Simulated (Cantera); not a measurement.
**Stirred combustor or abatement burner**

A perfectly stirred reactor is fed with CH4 : C2H6 : C3H8 : O2 : N2 = 1 : 0.16 : 0.038 : 3.02 : 11.4 (molar parts), equivalence ratio 0.91, at 1.00 bar; it is adiabatic with a 450 K inlet, and is followed from long to short residence time, starting on the burning branch (τ in s: 0.052, 0.022, 0.0092, 0.0038, 0.0016, 0.00067, 0.00028, 0.00012, 4.9e-05, 2.1e-05, 8.6e-06, 3.6e-06).

Detailed kinetics in Cantera: GRI-Mech 3.0 (53 species, 325 reactions).

```json
[
 {"τ (s)": "0.052", "T (K)": "2223", "x CH4": "3.74e-6", "x C2H6": "7.92e-8", "x C3H8": "2.13e-8", "x CH2O": "8.16e-7", "x HCO": "4.51e-8"},
 {"τ (s)": "0.022", "T (K)": "2204", "x CH4": "7.39e-6", "x C2H6": "1.80e-7", "x C3H8": "4.65e-8", "x CH2O": "1.61e-6", "x HCO": "1.06e-7"},
 {"τ (s)": "0.0092", "T (K)": "2172", "x CH4": "1.40e-5", "x C2H6": "4.04e-7", "x C3H8": "9.80e-8", "x CH2O": "2.98e-6", "x HCO": "2.54e-7"},
 {"τ (s)": "0.0038", "T (K)": "2125", "x CH4": "2.64e-5", "x C2H6": "8.88e-7", "x C3H8": "2.00e-7", "x CH2O": "5.40e-6", "x HCO": "6.10e-7"},
 {"τ (s)": "0.0016", "T (K)": "2068", "x CH4": "5.04e-5", "x C2H6": "1.88e-6", "x C3H8": "3.97e-7", "x CH2O": "9.75e-6", "x HCO": "1.43e-6"},
 {"τ (s)": "0.00067", "T (K)": "2000", "x CH4": "0.000102", "x C2H6": "4.03e-6", "x C3H8": "8.08e-7", "x CH2O": "1.84e-5", "x HCO": "3.31e-6"},
 {"τ (s)": "0.00028", "T (K)": "1925", "x CH4": "0.000226", "x C2H6": "9.09e-6", "x C3H8": "1.76e-6", "x CH2O": "3.74e-5", "x HCO": "7.69e-6"},
 {"τ (s)": "0.00012", "T (K)": "1842", "x CH4": "0.000576", "x C2H6": "2.30e-5", "x C3H8": "4.37e-6", "x CH2O": "8.50e-5", "x HCO": "1.79e-5"},
 {"τ (s)": "4.9e-5", "T (K)": "450", "x CH4": "0.0640", "x C2H6": "0.0102", "x C3H8": "0.00243", "x CH2O": "<1e-12", "x HCO": "<1e-12"},
 {"τ (s)": "2.1e-5", "T (K)": "450", "x CH4": "0.0640", "x C2H6": "0.0102", "x C3H8": "0.00243", "x CH2O": "<1e-12", "x HCO": "<1e-12"},
 {"τ (s)": "8.6e-6", "T (K)": "450", "x CH4": "0.0640", "x C2H6": "0.0102", "x C3H8": "0.00243", "x CH2O": "<1e-12", "x HCO": "<1e-12"},
 {"τ (s)": "3.6e-6", "T (K)": "450", "x CH4": "0.0640", "x C2H6": "0.0102", "x C3H8": "0.00243", "x CH2O": "<1e-12", "x HCO": "<1e-12"}
]
```
x: mole fraction; the columns are a selection and need not sum to one.
